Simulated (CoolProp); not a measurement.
Properties of fluoroethane (R161) along the isotherm 112.55 °C.

The numbers come from the reference Helmholtz-energy equation of state, Wu 2012 in CoolProp.

```json
[
 {"p (MPa)": "0.455", "phase": "gas", "Z": "0.9702", "cp (kJ/(kg K))": "?", "isothermal compressibility (1/MPa)": "2.267", "expansivity (1/kK)": "2.862", "fugacity coefficient": "0.9708"},
 {"p (MPa)": "0.909", "phase": "gas", "Z": "0.9393", "cp (kJ/(kg K))": "1.593", "isothermal compressibility (1/MPa)": "1.174", "expansivity (1/kK)": "3.181", "fugacity coefficient": "0.9421"},
 {"p (MPa)": "1.36", "phase": "gas", "Z": "0.9073", "cp (kJ/(kg K))": "1.651", "isothermal compressibility (1/MPa)": "?", "expansivity (1/kK)": "3.561", "fugacity coefficient": "?"},
 {"p (MPa)": "1.82", "phase": "gas", "Z": "0.8732", "cp (kJ/(kg K))": "1.723", "isothermal compressibility (1/MPa)": "0.6365", "expansivity (1/kK)": "4.035", "fugacity coefficient": "0.8854"},
 {"p (MPa)": "2.27", "phase": "gas", "Z": "?", "cp (kJ/(kg K))": "1.810", "isothermal compressibility (1/MPa)": "0.5363", "expansivity (1/kK)": "4.615", "fugacity coefficient": "?"},
 {"p (MPa)": "2.73", "phase": "gas", "Z": "0.8000", "cp (kJ/(kg K))": "1.923", "isothermal compressibility (1/MPa)": "0.4732", "expansivity (1/kK)": "5.376", "fugacity coefficient": "0.8297"},
 {"p (MPa)": "3.18", "phase": "gas", "Z": "0.7601", "cp (kJ/(kg K))": "2.068", "isothermal compressibility (1/MPa)": "0.4355", "expansivity (1/kK)": "6.364", "fugacity coefficient": "0.8024"},
 {"p (MPa)": "3.64", "phase": "gas", "Z": "0.7159", "cp (kJ/(kg K))": "2.272", "isothermal compressibility (1/MPa)": "0.4153", "expansivity (1/kK)": "7.768", "fugacity coefficient": "0.7746"},
 {"p (MPa)": "4.09", "phase": "gas", "Z": "0.6682", "cp (kJ/(kg K))": "2.563", "isothermal compressibility (1/MPa)": "0.4124", "expansivity (1/kK)": "9.801", "fugacity coefficient": "0.7473"},
 {"p (MPa)": "4.55", "phase": "gas", "Z": "0.6128", "cp (kJ/(kg K))": "3.041", "isothermal compressibility (1/MPa)": "0.4314", "expansivity (1/kK)": "13.18", "fugacity coefficient": "?"},
 {"p (MPa)": "5", "phase": "gas", "Z": "0.5487", "cp (kJ/(kg K))": "3.913", "isothermal compressibility (1/MPa)": "0.4882", "expansivity (1/kK)": "19.46", "fugacity coefficient": "0.6916"}
]
```

Question: Fill in the missing entries.

Answer: 
- 0.455, cp (kJ/(kg K)): 1.544
- 1.36, isothermal compressibility (1/MPa): 0.8151
- 1.36, fugacity coefficient: 0.9139
- 2.27, Z: 0.8381
- 2.27, fugacity coefficient: 0.8577
- 4.55, fugacity coefficient: 0.7193
